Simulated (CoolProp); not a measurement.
Oxygen along the isobar 6.37 MPa: fugacity coefficient from the reference equation and from simpler models built on Tc = 154.6 K, pc = 5.046 MPa, ω = 0.022; each cubic takes its own stable root.

The numbers come from the reference Helmholtz-energy equation of state, Schmidt 1985 in CoolProp. Above 300 K oxygen's equation is extrapolated.

```csv
T (K),phase,reference
101.4,liquid,0.05183
126.6,liquid,0.2234
151.9,liquid,0.5222
177.1,supercritical,0.7362
202.4,supercritical,0.8287
227.7,supercritical,0.8852
252.9,supercritical,0.9223
278.2,supercritical,0.9479
303.4,supercritical,0.9659
328.7,supercritical,0.9790
353.9,supercritical,0.9886
379.2,supercritical,0.9958
404.4,supercritical,1.001
429.7,supercritical,1.005
```

Question: How far does each simpler model (van der Waals, Redlich-Kwong) lie from the reference over these 14 states: mean and median of the absolute difference, and the worst?

Answer: 
- van der Waals: mean 16.4 %, median 2.0 %, worst +156.8 % at 101.4 K and 6.37 MPa
- Redlich-Kwong: mean 1.4 %, median 0.6 %, worst -12.0 % at 101.4 K and 6.37 MPa
